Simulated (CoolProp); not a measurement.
Properties of tetrahydrofuran at several states.

Values from CoolProp's reference Helmholtz-energy equation of state, Fiedler 2023.

| T (K) | p (MPa) | phase | Z | cp (kJ/(kg K)) | cv (kJ/(kg K)) | speed of sound (m/s) | expansivity (1/kK) |
|---|---|---|---|---|---|---|---|
| 384.7 | 0.969 | liquid | 0.02795 | 2.083 | 1.498 | 888.0 | 1.638 |
| 442.5 | 0.0103 | gas | 0.9988 | 1.648 | 1.532 | 234.0 | 2.269 |
| 306.8 | 0.0866 | liquid | 0.002806 | 1.756 | 1.225 | 1236 | 1.275 |
| 377.1 | 0.0991 | gas | 0.9802 | 1.404 | 1.279 | 214.1 | 2.818 |
| 447.2 | 18.6 | liquid | 0.4885 | 2.271 | 1.720 | 807.6 | 1.580 |
| 359.9 | 5.7 | liquid | 0.1678 | 1.956 | 1.411 | 1031 | 1.407 |
